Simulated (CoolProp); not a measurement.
CHF3 (R23) along the isotherm 340 K: fugacity coefficient from the reference equation and from simpler models built on Tc = 299.3 K, pc = 4.832 MPa, ω = 0.263; each cubic takes its own stable root.

Model: reference Helmholtz-energy equation of state, Penoncello 2003, in CoolProp.

```
p (MPa)  phase  reference
-------  -----  ---------
0.201      gas     0.9904
0.403      gas     0.9808
0.604      gas     0.9712
0.805      gas     0.9618
1.01       gas     0.9521
1.21       gas     0.9428
1.41       gas     0.9335
1.61       gas     0.9243
1.81       gas     0.9151
2.01       gas     0.9060
2.21       gas     0.8969
2.42       gas     0.8874
```

Question: How far does each simpler model (van der Waals, Redlich-Kwong, Soave-Redlich-Kwong) lie from the reference over these 12 states: mean and median of the absolute difference, and the worst?

Answer: 
- van der Waals: mean 0.4 %, median 0.4 %, worst +0.6 % at 340 K and 2.42 MPa
- Redlich-Kwong: mean 0.1 %, median 0.1 %, worst -0.1 % at 340 K and 2.42 MPa
- Soave-Redlich-Kwong: mean 0.4 %, median 0.4 %, worst +0.8 % at 340 K and 2.42 MPa
